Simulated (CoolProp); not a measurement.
A Linde-Hampson liquefier for oxygen: isothermal reversible compression at 280 K from 1 atm to 30 MPa, throttling to 1 atm, return gas leaving the recuperator 0 K below the feed. Each further row changes one setting.

Values from CoolProp's reference Helmholtz-energy equation of state, Schmidt 1985.

| case | liquid yield per pass | compression work (kJ/kg of gas) |
|---|---|---|
| as stated | 0.166 | 402 |
| high pressure 60 MPa | 0.193 | 457 |
| warm-end temperature 310 K | 0.125 | 452 |
| warm-end gap 5 K | 0.156 | 402 |

Above 300 K oxygen's equation is extrapolated.
